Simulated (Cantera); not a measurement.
## Ignition delay

Mixture: 11.0 % CH₄, 18.3 % O₂, 68.8 % N₂, 1.97 % H₂O, at 500000 Pa, adiabatic and at constant pressure. Ignition delay is the time to a rise of 400 K.

Model: GRI-Mech 3.0 (53 species, 325 reactions), integrated in Cantera.

```
T0 (K)  delay (ms)
------  ----------
1098          43.9
1173          15.9
1248          6.16
1323          2.54
1398          1.10
1473         0.501
1548         0.238
```

```
Property                                                 Value
--------------------------------------------------  ----------
apparent activation energy between 1398 and 1548 K  180 kJ/mol
```
